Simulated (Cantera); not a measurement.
An isothermal plug-flow reactor at 675 K and 4.90 bar (inlet), inlet velocity 0.35 m/s, active area per volume 53 1/m; feed H₂ : O₂ : N₂ = 0.0042 : 0.022 : 0.79 (molar parts).

Cantera simulation using Deutschmann's 1995 Pt surface mechanism with GRI-Mech 3.0 gas chemistry; the numbers are that mechanism's predictions, not measurements. Catalytic surfaces can have several steady states; this one follows from the mechanism file's or the stated starting coverage. Mass transfer to the wall is taken as infinitely fast.

**Question.** Predict: x(H₂) at z = 0.006 m; x(O₂) at z = 0.006 m; x(H₂O) at z = 0.006 m; θ(free Pt) at the exit; θ(O*) at the exit; θ(OH*) at the exit.

**Answer.** 
```json
{
  "x(H₂) at z = 0.006 m": "0.000454",
  "x(O₂) at z = 0.006 m": "0.0247",
  "x(H₂O) at z = 0.006 m": "0.00470",
  "θ(free Pt) at the exit": "0.0327",
  "θ(O*) at the exit": "0.961",
  "θ(OH*) at the exit": "0.00639"
}
```
